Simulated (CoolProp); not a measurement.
The fluid at 449.38 K and 2.6 MPa (stagnation) flows isentropically through a choked orifice. The same conditions are run with several fluids, on thermodynamics alone (safety and materials aside).

Computed with CoolProp (reference Helmholtz-energy equation of state of each fluid (isobutane: Bücker 2006; propylene: Lemmon 2013; sulfur hexafluoride: Guder 2009; n-butane: Bücker 2006; R407C: Lemmon 2003)). Blends and air are pseudo-pure fits.

```
fluid                throat to inlet pressure ratio  mass flux (kg/(m² s))  throat temperature (K)
-------------------  ------------------------------  ---------------------  ----------------------
isobutane                                     0.615                   6780                   431.3
propylene                                     0.592                   5700                   423.7
sulfur hexafluoride                           0.596                  10400                   431.6
n-butane                                      0.619                   6840                   430.6
R407C                                         0.591                   8130                   424.7
```
